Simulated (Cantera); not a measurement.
# Equilibrium for silicon nitride deposition: SiHCl3 + NH3

Feed: 1 mol SiHCl3, 0.59 mol NH3, at 2148 K and 0.490 bar.

Method: chemical equilibrium by Gibbs-energy minimisation in Cantera with the NASA 1993 tables (ideal gas, pure condensed phases). Candidate condensed phases: NH4Cl, Si, Si3N4; 28 gas species. The tables' values for SiCl3, SiCl are old estimates; treat these amounts as uncertain. Gases not in the tables: Si2H6 and higher silanes. Equilibrium is a limit: real reactors are often held back by kinetics, nucleation or transport.

```json
{
  "x(HCl)": "0.297",
  "x(SiCl2)": "0.297",
  "x(H2)": "0.287",
  "x(N2)": "0.0933",
  "x(SiCl3)": "0.0163",
  "x(H)": "0.00319",
  "x(Cl)": "0.00242",
  "x(SiCl)": "0.00127",
  "x(SiCl4)": "0.000837",
  "gas_amount": "3.162 mol",
  "log10 activity of Si(l) (absent)": "-0.32"
}
```
